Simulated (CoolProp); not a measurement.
A single-stage vapour-compression cycle with R407C: evaporating at 311.15 K (dew point), condensing at 341.15 K (bubble point), superheat 0 K, subcooling 0 K, compressor efficiency 0.6, no pressure losses. Each further row changes one setting.

Model: reference Helmholtz-energy equation of state, Lemmon 2003, in CoolProp. It is a pseudo-pure fit of the blend.

| case | cooling COP | pressure ratio | discharge temperature (K) | refrigerating effect (kJ/kg) | volumetric capacity (kJ/m³) |
|---|---|---|---|---|---|
| as stated | 3.74 | 2.24 | 362.2 | 113 | 7270 |
| evaporating temperature 316.15 K | ___ | 1.97 | 359.4 | 114 | 8490 |
| condensing temperature 336.15 K | ___ | 2.02 | 355.3 | 123 | 7910 |
| subcooling 5 K | 4.09 | 2.24 | 362.2 | ___ | ___ |
| superheat 10 K | 3.80 | 2.24 | ___ | 125 | 7450 |
| compressor efficiency 0.5 | 3.11 | 2.24 | 366.3 | 113 | 7270 |

### Question
Fill in the missing entries.

### Answer

- evaporating temperature 316.15 K, cooling COP: 4.58
- condensing temperature 336.15 K, cooling COP: 4.66
- subcooling 5 K, refrigerating effect (kJ/kg): 124
- subcooling 5 K, volumetric capacity (kJ/m³): 7960
- superheat 10 K, discharge temperature (K): 372.7
